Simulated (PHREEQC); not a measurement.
Arsenic or selenium liquor: an equilibrium model

Dissolve 0.00144 mol Na2SeO4 and 3.6e-05 mol CaCl2 per kg of water at 25 °C. Closed to the air; pH follows from the charge balance.

Computed with PHREEQC (ion-association model, wateq4f.dat).

- pH = 7.01
- ionic strength = 0.00443 mol/kgw

| species | molality | activity | log γ |
|---|---|---|---|
| Na+ | 0.00288 | 0.00268 | -0.031 |
| SeO4-2 | 0.00144 | 0.00108 | -0.125 |
| Cl- | 7.20e-5 | 6.70e-5 | -0.031 |
| Ca+2 | 3.60e-5 | 2.72e-5 | -0.122 |
| OH- | 1.10e-7 | 1.02e-7 | -0.032 |
| H+ | 1.05e-7 | 9.80e-8 | -0.028 |
| HSeO4- | 5.20e-9 | 4.84e-9 | -0.031 |

This is a speciation only: nothing precipitates in the calculation.
